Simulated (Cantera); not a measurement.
Charge: 1 mol Si3N4, 4.1 mol Cl2, 11 mol H2, 20 mol HF, held at 1823 K and 55.0 mbar.

Cantera equilibrium calculation (NASA polynomials, part measured and part estimated; ideal gas, pure solids and liquids). Candidate condensed phases: NH4Cl, Si, Si3N4; 49 gas species. The tables' values for SiF3, SiF2 are old estimates; treat these amounts as uncertain. Rates play no part.

Base state: H2 0.371, HF 0.244, HCl 0.239, SiF4 0.0776, N2 0.0583, SiF3 0.00909, H 0.00112, Cl 0.000552 (mole fractions); condensed: gas only.

**Question.** What changes in the equilibrium state with this change: Si3N4 replaced by BN?

**Answer.** 
| species | before | after |
|---|---|---|
| HF | 0.244 | 0.484 |
| H2 | 0.371 | 0.239 |
| HCl | 0.239 | 0.233 |
| SiF4 | 0.0776 | 0 |
| BF3 | 0 | 0.0281 |
| N2 | 0.0583 | 0.0142 |
| SiF3 | 0.00909 | 0 |
| SiHF3 | 0.000389 | 0 |
| SiF2 | 0.000380 | 0 |
| BF2 | 0 | 0.000284 |
| BHF2 | 0 | 5.95e-5 |
The tables' values for BF2 are old estimates; treat these amounts as uncertain. Further candidate phases: B, BN.
